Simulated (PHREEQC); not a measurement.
Solution (92 °C): 0.044 mol HF and 0.00028 mol NH4F per kg of water. Closed to the air; pH follows from the charge balance.

The numbers come from PHREEQC with the ion-association model, wateq4f.dat.

Precipitation was switched off in this run.

Q: Order these F species by the share of F that they hold, largest first: H2F2, HF, F-, HF2-.

A: HF (90 %), F- (6.2 %), HF2- (2.0 %), H2F2 (1.3 %)

The pH is 2.56 and the ionic strength 0.00320 mol/kgw. Constants without temperature data keep their 25 °C values here.
